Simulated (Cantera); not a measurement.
Standard-state values (1 bar) from the NASA 1993 polynomials, evaluated with Cantera. Values are per mole of reaction as written; species without (g) are pure solids or liquids, kept so even where they would boil at 1 bar.

TaO2(g) = Ta + 2 O(g)

| T (K) | ΔH° (kJ) | ΔS° (J/K) | ΔG° (kJ) | log10 K |
|---|---|---|---|---|
| 1650 | 720.4 | 112.5 | 534.8 | -16.93 |
| 1675 | 720.7 | 112.7 | 532.0 | -16.59 |
| 1700 | 721.1 | 112.9 | 529.1 | -16.26 |
| 1725 | 721.4 | 113.1 | 526.3 | -15.94 |
| 1750 | 721.8 | 113.3 | 523.5 | -15.62 |
| 1775 | 722.2 | 113.5 | 520.6 | -15.32 |
| 1800 | ? | ? | ? | ? |
| 1825 | ? | ? | ? | ? |
| 1850 | ? | ? | ? | ? |
| 1875 | 723.6 | 114.3 | 509.3 | -14.19 |

Task: Complete the blanks.

Result: 
- 1800, ΔH° (kJ): 722.5
- 1800, ΔS° (J/K): 113.7
- 1800, ΔG° (kJ): 517.8
- 1800, log10 K: -15.03
- 1825, ΔH° (kJ): 722.9
- 1825, ΔS° (J/K): 113.9
- 1825, ΔG° (kJ): 515.0
- 1825, log10 K: -14.74
- 1850, ΔH° (kJ): 723.3
- 1850, ΔS° (J/K): 114.1
- 1850, ΔG° (kJ): 512.1
- 1850, log10 K: -14.46
